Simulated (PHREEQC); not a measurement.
A column of 0.2 m (30 cells, dispersivity 0.016 m, 300 s a shift, diffusion coefficient 3e-10 m²/s) holds 0.0018 eq of the database's cation exchanger X per kg of pore water, first in equilibrium with 1.1 mmol/kgw CaCl2, 22 mmol/kgw Na2SO4 and 0.01 mmol/kgw HCl. It is flushed with 0.00084 mol CaCl2 and 1e-05 mol HCl per kg of water, at 25 °C. Values are for the last cell. CO2 from the air is kept out. Precipitation was switched off in this run.

Equilibrium calculation in PHREEQC: ion-association model, phreeqc.dat.

```tsv
pore volumes	S in solution (mol/kgw)	Na in solution (mol/kgw)	Ca in solution (mol/kgw)	Cl in solution (mol/kgw)	CaX2 on the exchanger (mol/kgw)	NaX on the exchanger (mol/kgw)
0	0.0220	0.0440	0.00110	0.00221	0.000474	0.000852
0.35	0.0219	0.0438	0.00109	0.00221	0.000474	0.000852
0.6833	0.0173	0.0351	0.000852	0.00210	0.000506	0.000788
0.85	0.0130	0.0266	0.000673	0.00200	0.000554	0.000692
1.183	0.00584	0.0125	0.000508	0.00183	0.000701	0.000399
1.517	0.00223	0.00499	0.000596	0.00174	0.000824	0.000151
1.85	0.000783	0.00183	0.000718	0.00171	0.000875	4.98e-5
2.017	0.000457	0.00109	0.000759	0.00170	0.000886	2.86e-5
2.35	0.000152	0.000374	0.000807	0.00169	0.000895	9.49e-6
2.683	4.99e-5	0.000127	0.000827	0.00169	0.000898	3.16e-6
3.017	1.62e-5	4.25e-5	0.000835	0.00169	0.000899	1.05e-6
3.183	9.20e-6	2.45e-5	0.000837	0.00169	0.000900	6.08e-7
3.517	2.97e-6	8.16e-6	0.000839	0.00169	0.000900	2.02e-7
3.85	9.53e-7	2.71e-6	0.000840	0.00169	0.000900	6.70e-8
4.183	3.06e-7	8.97e-7	0.000840	0.00169	0.000900	2.22e-8
4.35	1.73e-7	5.16e-7	0.000840	0.00169	0.000900	1.28e-8
4.683	5.55e-8	1.71e-7	0.000840	0.00169	0.000900	4.22e-9
5.017	1.78e-8	5.65e-8	0.000840	0.00169	0.000900	1.40e-9
```

Complexes and solids missing from the database can't appear.
